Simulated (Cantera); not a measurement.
## Premixed flame

A freely propagating, adiabatic, planar premixed flame of CH4 : O2 : N2 = 1 : 1.43 : 5.43 (molar parts), equivalence ratio 1.4, unburnt at 525 K and 1000000 Pa; unity-Lewis-number transport, grid criteria slope 0.08 and curve 0.16, no radiation.

Cantera simulation using GRI-Mech 3.0 (53 species, 325 reactions); the numbers are that mechanism's predictions, not measurements. Unity Lewis numbers drop preferential diffusion, which matters most where H2 and H carry the flame. Burning velocities carry a grid error of a few per cent, more on coarse grids.

| z (mm) | T (K) | u (m/s) | x CH4 | x O2 | x C2H4 | x C2H | x HCN | x HCO |
|---|---|---|---|---|---|---|---|---|
| -0.485 | 527 | 0.155 | 0.127 | 0.182 | 2.96e-6 | <1e-8 | 1.81e-8 | <1e-8 |
| -0.324 | 539 | 0.159 | 0.126 | 0.180 | 2.11e-5 | <1e-8 | 1.29e-7 | <1e-8 |
| -0.243 | 577 | 0.170 | 0.123 | 0.177 | 7.62e-5 | <1e-8 | 4.66e-7 | <1e-8 |
| -0.162 | 732 | 0.217 | 0.111 | 0.160 | 0.000311 | <1e-8 | 1.90e-6 | <1e-8 |
| -0.0809 | 1215 | 0.366 | 0.0716 | 0.106 | 0.00110 | <1e-8 | 6.74e-6 | 3.50e-8 |
| -0.0404 | 1598 | 0.489 | 0.0390 | 0.0613 | 0.00165 | 1.06e-8 | 1.10e-5 | 9.36e-7 |
| 0 | 1942 | 0.603 | 0.0125 | 0.0211 | 0.00103 | 3.73e-7 | 1.67e-5 | 2.47e-6 |
| 0.0404 | 2088 | 0.652 | 0.00427 | 0.00524 | 0.000193 | 7.82e-7 | 2.25e-5 | 1.06e-6 |
| 0.0809 | 2126 | 0.665 | 0.00247 | 0.00150 | 4.62e-5 | 5.50e-7 | 2.45e-5 | 3.73e-7 |
| 0.162 | 2138 | 0.671 | 0.00147 | 0.000207 | 1.06e-5 | 2.77e-7 | 2.45e-5 | 1.28e-7 |
| 0.324 | 2137 | 0.672 | 0.000790 | 7.43e-6 | 3.36e-6 | 1.34e-7 | 2.20e-5 | 7.85e-8 |
| 0.647 | 2134 | 0.672 | 0.000312 | 4.88e-7 | 8.81e-7 | 4.51e-8 | 1.63e-5 | 6.47e-8 |
| 1.29 | 2132 | 0.672 | 5.33e-5 | 4.52e-7 | 9.13e-8 | <1e-8 | 7.78e-6 | 5.92e-8 |
x: mole fraction of selected species; z is measured from the peak of heat release.

laminar burning velocity: 15.4 cm/s
thermal thickness: 0.162 mm
peak x(C2H4): 0.00168
peak x(C2H): 7.89e-7
peak x(HCN): 2.48e-5
peak x(HCO): 2.52e-6
